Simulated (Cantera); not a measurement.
Cantera run, input and output.

```python
import numpy as np
import cantera as ct

gas = ct.Solution("gri30.yaml")
gas.TPX = 700, 59000, {'CH3OH': 1, 'O2': 0.938, 'N2': 3.52}
inlet = ct.Reservoir(gas, clone=True)
gas.equilibrate("HP")  # start burning
reactor = ct.IdealGasConstPressureReactor(gas, energy="on", clone=False)
exhaust = ct.Reservoir(gas, clone=True)
tau = [0.34, 0.13, 0.051, 0.02, 0.0075, 0.0029, 0.0011, 0.00043, 0.00016, 6.3e-05, 2.4e-05, 9.3e-06][0]
for a, b in ((inlet, reactor), (reactor, exhaust)):
    ct.MassFlowController(a, b, mdot=lambda t: reactor.mass / tau)
net = ct.ReactorNet([reactor])
show = ['CH3OH', 'O2', 'NO2', 'HO2', 'O', 'NO', 'C2H4']

rows = []
print(f"{'tau/s':>10s}{'T/K':>9s}" + "".join(f"{s:>11s}" for s in show))
for tau in [0.34, 0.13, 0.051, 0.02, 0.0075, 0.0029, 0.0011, 0.00043, 0.00016, 6.3e-05, 2.4e-05, 9.3e-06]:
    net.initial_time = 0.0
    net.advance(30 * tau)
    before = gas.X
    net.advance(40 * tau)
    drift = np.max(np.abs(gas.X - before) / (gas.X + 1e-9))
    rows.append([gas.T, *gas[show].X, drift])
    print(f"{tau:10.3e}{gas.T:9.1f}" + "".join(f"{x:11.3e}" for x in gas[show].X))
```

Output:

```
     tau/s      T/K      CH3OH         O2        NO2        HO2          O         NO       C2H4
 3.400e-01   2169.1  5.538e-07  5.955e-05  1.107e-09  2.108e-08  3.499e-05  1.180e-04  2.557e-11
 1.300e-01   2158.8  1.083e-06  1.116e-04  1.287e-09  4.156e-08  6.508e-05  1.324e-04  6.076e-11
 5.100e-02   2143.4  2.021e-06  2.122e-04  1.450e-09  8.186e-08  1.251e-04  1.433e-04  1.507e-10
 2.000e-02   2122.1  3.815e-06  3.951e-04  1.549e-09  1.533e-07  2.335e-04  1.463e-04  4.336e-10
 7.500e-03   2094.3  7.758e-06  7.152e-04  1.548e-09  2.754e-07  4.096e-04  1.386e-04  1.549e-09
 2.900e-03   2065.1  1.647e-05  1.194e-03  1.453e-09  4.676e-07  6.217e-04  1.228e-04  6.288e-09
 1.100e-03   2036.8  3.851e-05  1.980e-03  1.302e-09  8.577e-07  8.245e-04  1.024e-04  3.152e-08
 4.300e-04   2009.5  9.604e-05  3.492e-03  1.147e-09  2.023e-06  9.563e-04  7.892e-05  1.796e-07
 1.600e-04   1962.6  2.945e-04  7.825e-03  1.128e-09  9.093e-06  9.913e-04  4.561e-05  1.432e-06
 6.300e-05    700.0  1.832e-01  1.719e-01  4.494e-19  2.342e-17  1.240e-21  2.642e-19  8.245e-19
 2.400e-05    700.0  1.832e-01  1.719e-01  8.675e-21  1.316e-18  1.206e-21  5.099e-21  1.592e-20
 9.300e-06    700.0  1.832e-01  1.719e-01  5.537e-23  3.021e-19  1.127e-21  3.254e-23  1.016e-22
```

Cantera simulation using GRI-Mech 3.0 (53 species, 325 reactions); the numbers are that mechanism's predictions, not measurements. GRI-Mech 3.0 was tuned for natural gas; its chemistry of methanol as a main component is partial and can be far from experiment.
